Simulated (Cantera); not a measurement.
Charge: 1 mol SiCl₄, 24 mol N₂, 17 mol H₂, 0.00061 mol Cl₂, at 10.5 Torr.

Equilibrium computed with Cantera from the NASA thermochemical tables; the gas is ideal and each condensed phase is pure. Candidate condensed phases: NH₄Cl, Si, Si₃N₄; 28 gas species. N₂ is the only nitrogen source here; it is nearly inert below about 1500 K, so the nitride shown seldom forms there in practice. The tables' values for SiCl₃, SiCl are old estimates; treat these amounts as uncertain. Rates play no part.

x: gas mole fraction; n: condensed amount in mol.

| T (K) | x N₂ | x H₂ | x HCl | x SiCl₂ | x H | n Si₃N₄(s) |
|---|---|---|---|---|---|---|
| 1075 | 0.551 | 0.354 | 0.0943 | 6.50e-7 | 7.38e-8 | 0.333 |
| 1175 | 0.551 | 0.354 | 0.0943 | 8.07e-6 | 6.17e-7 | 0.333 |
| 1275 | 0.551 | 0.354 | 0.0942 | 6.67e-5 | 3.71e-6 | 0.332 |
| 1375 | 0.551 | 0.355 | 0.0935 | 0.000396 | 1.72e-5 | 0.327 |
| 1475 | 0.552 | 0.356 | 0.0905 | … | … | 0.307 |
| 1575 | 0.553 | 0.359 | … | … | … | … |
| 1675 | 0.555 | 0.363 | 0.0688 | 0.0122 | 0.000592 | 0.157 |
| 1775 | 0.557 | 0.369 | 0.0527 | 0.0199 | 0.00149 | 0.0425 |

**Question.** Fill in the missing entries.

**Answer.** 
- 1575, x HCl: 0.0826
- 1575, x SiCl₂: 0.00551
- 1575, x H: 0.000210
- 1575, n Si₃N₄(s): 0.253
- 1475, x SiCl₂: 0.00174
- 1475, x H: 6.54e-5
